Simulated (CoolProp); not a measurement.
Aqueous ethylene glycol as a coolant, 15 % by mass, freezing at -5.4 °C, 1 atm.

Model: Melinder's fits for secondary coolants, in CoolProp.

```csv
T (°C),viscosity (mPa s),conductivity (W/(m K)),density (kg/m³),cp (kJ/(kg K))
1.2,(withheld),0.505,1021,3.953
8.1,2.07,(withheld),1020,3.960
15,1.68,0.524,1019,3.968
21.9,(withheld),0.532,1017,3.977
28.8,1.16,0.541,1015,3.985
35.7,0.987,0.549,(withheld),3.995
```

Task: What belongs in the gaps?

Result: 
- 1.2, viscosity (mPa s): 2.61
- 8.1, conductivity (W/(m K)): 0.515
- 21.9, viscosity (mPa s): 1.38
- 35.7, density (kg/m³): 1012
